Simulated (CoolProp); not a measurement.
Vapour-liquid equilibrium of R125 (1) + R134a (2) at 11.9 bar; x and y are mole fractions of (1).

Values from CoolProp's multi-fluid Helmholtz-energy mixture model, Lemmon 2005 and Tillner-Roth 1994; pair parameters Lemmon 2004.

```csv
x,"bubble temperature, mixture model (K)","bubble temperature, Raoult's law (K)","y, mixture model","y, Raoult's law"
0.05,317.3,317.3,0.082,0.093
0.125,314.8,314.8,0.194,0.219
0.2,312.4,312.3,0.297,0.331
0.275,310.1,310.0,0.390,0.431
0.35,307.9,307.9,0.476,0.519
0.425,305.9,305.8,0.554,0.599
0.5,303.9,303.8,0.627,0.670
0.575,302.0,301.9,0.694,0.734
0.65,300.2,300.1,0.756,0.793
0.725,298.5,298.4,0.814,0.845
0.8,296.8,296.8,0.869,0.893
0.875,295.2,295.2,0.920,0.936
0.95,293.7,293.7,0.969,0.976
```

The largest gap from Raoult's law is +0.1 K in bubble temperature, at x = 0.65. No azeotrope shows between x = 0.05 and 0.95.

The pair parameters rest on a limited set of measurements; away from them the model extrapolates.
